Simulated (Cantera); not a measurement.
Feed: 1 mol Si, 1.6 mol N₂O, 1.9 mol N₂, 0.097 mol O₂, at 1827 °C.

Equilibrium computed with Cantera from the NASA thermochemical tables; the gas is ideal and each condensed phase is pure. Candidate condensed phases: Si, SiO₂, Si₂N₂O, Si₃N₄; 16 gas species. Mutual solubility and eutectic melting of coexisting phases are not modelled. The tables hold silica as quartz up to 1696 K and as liquid above; real silica turns to tridymite and cristobalite and melts near 1996 K. Equilibrium is a limit: real reactors are often held back by kinetics, nucleation or transport.

### Question
What share of the Si ends up in condensed phases as a function of P (Pa), at 0.100, 1, 10, 100, 1000, 10000, 100000, 1000000?

### Answer
```json
[
 {"P (Pa)": "0.100", "Si condensed (%)": "0.0", "as": "-"},
 {"P (Pa)": "1", "Si condensed (%)": "0.0", "as": "-"},
 {"P (Pa)": "10", "Si condensed (%)": "0.0", "as": "-"},
 {"P (Pa)": "100", "Si condensed (%)": "71.7", "as": "SiO₂(l)"},
 {"P (Pa)": "1000", "Si condensed (%)": "79.3", "as": "SiO₂(l)"},
 {"P (Pa)": "10000", "Si condensed (%)": "79.4", "as": "SiO₂(l)"},
 {"P (Pa)": "100000", "Si condensed (%)": "79.4", "as": "SiO₂(l)"},
 {"P (Pa)": "1000000", "Si condensed (%)": "97.0", "as": "SiO₂(l) + Si₂N₂O(s)"}
]
```
